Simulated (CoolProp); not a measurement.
Vapour-liquid equilibrium of CHF3 (R23) (1) + R134a (2) at 237.7 K; x and y are mole fractions of (1).

The numbers come from the multi-fluid Helmholtz-energy mixture model, Penoncello 2003 and Tillner-Roth 1994; pair parameters Bell 2016 in CoolProp.

Give the bubble pressure and the first vapour's composition at x = 0.05, 0.25, 0.45. Is there an azeotrope?

x = 0.05: 0.09841 MPa, y = 0.365; x = 0.25: 0.2354 MPa, y = 0.777; x = 0.45: 0.3798 MPa, y = 0.892. No azeotrope shows between x = 0.05 and 0.95.

Pair parameters are fitted to limited data, so mixtures are less certain than the pure fluids.
